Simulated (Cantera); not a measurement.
Charge: 1 mol Ti(OiPr)4, 0.16 mol CH4.

Equilibrium computed with Cantera from the NASA thermochemical tables; the gas is ideal and each condensed phase is pure. Candidate condensed phases: C, C6H6, C7H8, C8H18, H2O, Ti, TiC, TiO, TiO2, Ti2O3, Ti3O5, Ti4O7; 113 gas species. The feed counts by its element totals alone. Mutual solubility and eutectic melting of coexisting phases are not modelled. TiC: taken at fixed stoichiometry. Condensed phases not in the tables: Magnéli phases beyond Ti4O7. Rates play no part.

Task: What condenses at these points (T in K, P in Pa): (1948, 320); (1123, 1000); (1123, 3200); (1273, 3200); (1273, 10000); (1498, 320); (1348, 1000); (1123, 100000)?

Result: 
```tsv
T (K)	P in Pa	condensed phases	Ti condensed (%)
1948	320	C + TiC	100.0
1123	1000	C + Ti4O7	100.0
1123	3200	C + Ti4O7	100.0
1273	3200	C + TiC + Ti3O5	100.0
1273	10000	C + Ti3O5	100.0
1498	320	C + TiC	100.0
1348	1000	C + TiC	100.0
1123	100000	C + TiO2	100.0
```
